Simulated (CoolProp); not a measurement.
Vapour-liquid equilibrium of CH2F2 (R32) (1) + R123 (2) at -28.15 °C; x and y are mole fractions of (1).

Computed with CoolProp (multi-fluid Helmholtz-energy mixture model, Tillner-Roth 1997 and Younglove 1994; pair parameters Bell 2016).

```tsv
x	bubble pressure (bar)	y at the bubble point	dew pressure at overall composition x (bar)	liquid density (mol/L)
0.05	0.3058	0.761	0.07931	10.72
0.15	0.7395	0.908	0.08855	11.37
0.25	1.119	0.944	0.1002	12.10
0.35	1.438	0.960	0.1154	12.91
0.45	1.703	0.969	0.1360	13.82
0.55	1.929	0.976	0.1656	14.85
0.65	2.134	0.981	0.2114	16.03
0.75	2.336	0.986	0.2923	17.39
0.85	2.555	0.991	0.4732	19.00
0.95	2.806	0.997	1.218	20.91
```

No azeotrope shows between x = 0.05 and 0.95.

Pair parameters are fitted to limited data, so mixtures are less certain than the pure fluids.
